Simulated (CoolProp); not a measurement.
A single-stage vapour-compression cycle with R13: evaporating at 224.15 K (dew point), condensing at 278.15 K (bubble point), superheat 5 K, subcooling 0 K, compressor efficiency 0.65, no pressure losses. Each further row changes one setting.

The numbers come from the reference Helmholtz-energy equation of state, Platzer 1990 in CoolProp. This equation is an older, rougher fit; its heat capacities, sound speeds and derivatives of the liquid may be far off and weren't checked against measurements.

```csv
case,cooling COP,pressure ratio,discharge temperature (K),refrigerating effect (kJ/kg),volumetric capacity (kJ/m³)
as stated,___,5.14,317.8,75.8,2020
evaporating temperature 229.15 K,2.01,4.27,313.6,___,___
condensing temperature 273.15 K,2.03,4.53,310.6,82.2,2190
subcooling 5 K,1.88,5.14,317.8,82.4,2190
superheat 15 K,___,5.14,___,___,2060
compressor efficiency 0.55,___,5.14,327.7,75.8,2020
```

### Question
Fill in the missing entries.

### Answer

- as stated, cooling COP: 1.73
- evaporating temperature 229.15 K, refrigerating effect (kJ/kg): 77.6
- evaporating temperature 229.15 K, volumetric capacity (kJ/m³): 2470
- superheat 15 K, cooling COP: 1.75
- superheat 15 K, discharge temperature (K): 329.2
- superheat 15 K, refrigerating effect (kJ/kg): 82.1
- compressor efficiency 0.55, cooling COP: 1.46
